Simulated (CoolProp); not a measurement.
Vapour-liquid equilibrium of toluene (1) + o-xylene (2) at 213.75 °C; x and y are mole fractions of (1).

The numbers come from the multi-fluid Helmholtz-energy mixture model, Lemmon 2006 and Zhou 2012; pair parameters Bell 2016 in CoolProp.

**Question.** Give the bubble pressure and the first vapour's composition at x = 0.2, 0.65, 0.95. Is there an azeotrope?

**Answer.** x = 0.2: 0.5611 MPa, y = 0.309; x = 0.65: 0.7772 MPa, y = 0.767; x = 0.95: 0.9255 MPa, y = 0.970. No azeotrope shows between x = 0.05 and 0.95.

The pair parameters rest on a limited set of measurements; away from them the model extrapolates.
